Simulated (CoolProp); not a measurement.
m-xylene at 414.6 K and 1.69 MPa is throttled through a valve to 0.154 MPa with no heat exchange. Each further row changes one setting.

Computed with CoolProp (reference Helmholtz-energy equation of state, Zhou 2012).

```csv
case,temperature change (K),final phase,final density (kg/m³)
as stated,+0.4,liquid,753
outlet pressure 0.0462 MPa,-29.4,"two-phase, vapour fraction 0.174",8.95
outlet pressure 0.2 MPa,+0.4,liquid,753
```
